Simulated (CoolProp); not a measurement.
Vapour-liquid equilibrium of R125 (1) + R152A (2) at 191.9 K; x and y are mole fractions of (1).

Computed with CoolProp (multi-fluid Helmholtz-energy mixture model, Lemmon 2005 and Outcalt 1996; pair parameters Bell 2016).

```csv
x,bubble pressure (bar),y at the bubble point,dew pressure at overall composition x (bar),liquid density (mol/L)
0.05,0.03837,0.195,0.03380,16.81
0.15,0.04905,0.432,0.03683,16.41
0.25,0.05891,0.579,0.04043,16.03
0.35,0.06858,0.684,0.04476,15.67
0.45,0.07847,0.765,0.05007,15.32
0.55,0.08884,0.831,0.05670,14.98
0.65,0.09984,0.885,0.06517,14.65
0.75,0.1114,0.929,0.07644,14.33
0.85,0.1235,0.963,0.09240,14.02
0.95,0.1356,0.990,0.1184,13.71
```

No azeotrope shows between x = 0.05 and 0.95.

The pair parameters rest on a limited set of measurements; away from them the model extrapolates. The gap from Raoult's law changes sign with composition, which may be real or a fault of the pair parameters; it wasn't checked against measurements.
